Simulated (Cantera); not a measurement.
## Low-pressure radical oxidation in H2/O2

An isothermal, constant-pressure homogeneous reactor starts with H2 : O2 = 0.0063 : 1 (molar parts), at 1150 K and 0.0267 bar.

Computed with Cantera and the H2/O2 subset of GRI-Mech 3.0, which has no nitrogen chemistry. Radical loss at walls, strong at low pressure, is not modelled.

| t (s) | x H2 | x O2 | x O | x H2O | x H2O2 |
|---|---|---|---|---|---|
| 0.000600 | 0.00626 | 0.994 | 5.15e-9 | 3.18e-9 | <1e-12 |
| 0.00221 | 0.00626 | 0.994 | 2.37e-7 | 2.48e-7 | 7.00e-12 |
| 0.00811 | 0.00105 | 0.989 | 0.00386 | 0.00452 | 1.42e-7 |
| 0.0298 | 1.31e-5 | 0.990 | 0.00361 | 0.00602 | 2.36e-8 |
| 0.110 | 4.98e-6 | 0.992 | 0.00136 | 0.00615 | 2.09e-8 |
| 0.403 | 8.42e-7 | 0.993 | 0.000235 | 0.00623 | 1.29e-8 |
| 1.48 | 9.22e-8 | 0.994 | 2.64e-5 | 0.00626 | 3.96e-9 |
| 5.44 | 1.08e-8 | 0.994 | 3.17e-6 | 0.00627 | 7.39e-10 |
| 20.0 | 1.68e-9 | 0.994 | 5.05e-7 | 0.00628 | 1.37e-10 |
x: mole fraction; the columns are a selection and need not sum to one.

Equilibrium at this temperature and pressure: H2 1.67e-10, O2 0.994, O 5.11e-8, H2O 0.00628, H2O2 1.54e-11 (gas phase only).
